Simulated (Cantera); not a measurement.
## Premixed flame

A freely propagating, adiabatic, planar premixed flame of 25.5 % H₂, 13.2 % O₂, 61.3 % N₂, equivalence ratio 0.97, unburnt at 600 K and 2030 Torr; mixture-averaged transport, grid criteria slope 0.08 and curve 0.16, no radiation.

Cantera simulation using the H2/O2 subset of GRI-Mech 3.0, which has no nitrogen chemistry; the numbers are that mechanism's predictions, not measurements. The hydrogen kinetics of GRI-Mech 3.0 are dated; newer H2 mechanisms differ, most at raised pressure. Burning velocities carry a grid error of a few per cent, more on coarse grids.

| z (mm) | T (K) | u (m/s) | x H₂ | x O₂ | x H₂O | x OH | x O | x H₂O₂ |
|---|---|---|---|---|---|---|---|---|
| -0.417 | 600 | 5.70 | 0.255 | 0.132 | <1e-8 | <1e-8 | <1e-8 | <1e-8 |
| -0.278 | 600 | 5.70 | 0.255 | 0.132 | <1e-8 | <1e-8 | <1e-8 | <1e-8 |
| -0.209 | 600 | 5.70 | 0.255 | 0.132 | 7.04e-8 | <1e-8 | <1e-8 | <1e-8 |
| -0.139 | 600 | 5.70 | 0.255 | 0.132 | 2.85e-6 | <1e-8 | 1.17e-8 | 1.43e-8 |
| -0.0696 | 625 | 5.87 | 0.245 | 0.133 | 0.00122 | 3.45e-5 | 7.10e-6 | 8.81e-6 |
| -0.0348 | 863 | 7.86 | 0.205 | 0.127 | 0.0241 | 0.000851 | 0.000304 | 3.90e-5 |
| 0 | 1295 | 11.4 | 0.125 | 0.0920 | 0.101 | 0.00320 | 0.00351 | 1.26e-5 |
| 0.0348 | 1605 | 14.0 | 0.0603 | 0.0473 | 0.180 | 0.00824 | 0.00756 | 4.26e-6 |
| 0.0696 | 1764 | 15.3 | 0.0397 | 0.0298 | 0.210 | 0.0115 | 0.00833 | 2.50e-6 |
| 0.139 | 1925 | 16.6 | 0.0325 | 0.0222 | 0.226 | 0.0134 | 0.00696 | 1.37e-6 |
| 0.278 | 2071 | 17.7 | 0.0279 | 0.0182 | 0.239 | 0.0133 | 0.00476 | 8.18e-7 |
| 0.557 | 2194 | 18.5 | 0.0221 | 0.0146 | 0.252 | 0.0120 | 0.00290 | 5.49e-7 |
| 1.11 | 2284 | 19.2 | 0.0163 | 0.0118 | 0.263 | 0.00996 | 0.00166 | 3.99e-7 |
x: mole fraction of selected species; z is measured from the peak of heat release.

| Item | Result |
|---|---|
| laminar burning velocity | 570 cm/s |
| thermal thickness | 0.139 mm |
| peak x(OH) | 0.0136 |
| peak x(O) | 0.00835 |
| peak x(H₂O₂) | 3.90e-5 |
| grid points | 102 |
